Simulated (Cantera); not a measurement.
# Adiabatic ignition

An adiabatic, constant-volume homogeneous reactor starts with 44.9 % H2, 5.39 % O2, 46.7 % N2, 3.05 % H2O, equivalence ratio 4.2, at 1600 K and 405 Torr.

Detailed kinetics in Cantera: the H2/O2 subset of GRI-Mech 3.0, which has no nitrogen chemistry.

```tsv
t (s)	T (K)	P (bar)	x H2	x O2	x H2O	x H	x H2O2	x OH
3.00e-6	1600	0.540	0.449	0.0539	0.0305	1.27e-6	1.95e-8	5.22e-8
8.05e-6	1600	0.540	0.449	0.0539	0.0305	1.09e-5	9.05e-8	4.60e-7
2.16e-5	1601	0.540	0.447	0.0532	0.0318	0.00121	4.29e-7	5.08e-5
5.79e-5	1801	0.604	0.300	0.000127	0.136	0.0910	5.84e-8	0.00271
0.000155	2022	0.668	0.318	7.94e-5	0.138	0.0644	2.73e-8	0.00289
0.000417	2240	0.730	0.336	3.19e-5	0.141	0.0376	9.48e-9	0.00233
0.00112	2386	0.770	0.348	9.38e-6	0.143	0.0196	3.20e-9	0.00145
0.00300	2436	0.784	0.352	4.43e-6	0.144	0.0133	1.69e-9	0.00104
0.00805	2439	0.784	0.352	4.18e-6	0.144	0.0129	1.61e-9	0.00102
0.0216	2439	0.784	0.352	4.18e-6	0.144	0.0129	1.61e-9	0.00102
0.0579	2439	0.784	0.352	4.18e-6	0.144	0.0129	1.61e-9	0.00102
0.155	2439	0.784	0.352	4.18e-6	0.144	0.0129	1.61e-9	0.00102
0.417	2439	0.784	0.352	4.18e-6	0.144	0.0129	1.61e-9	0.00102
1.12	2439	0.784	0.352	4.18e-6	0.144	0.0129	1.61e-9	0.00102
3.00	2439	0.784	0.352	4.18e-6	0.144	0.0129	1.61e-9	0.00102
```
x: mole fraction; the columns are a selection and need not sum to one.

- time of steepest temperature rise = 34.9 µs
- temperature at 3.00 s = 2439 K
- equilibrium temperature = 2439 K
- x(H2) at 3.00 s = 0.352 (gas-phase equilibrium 0.352)
- x(O2) at 3.00 s = 4.18e-6 (gas-phase equilibrium 4.18e-6)
- x(H2O) at 3.00 s = 0.144 (gas-phase equilibrium 0.144)
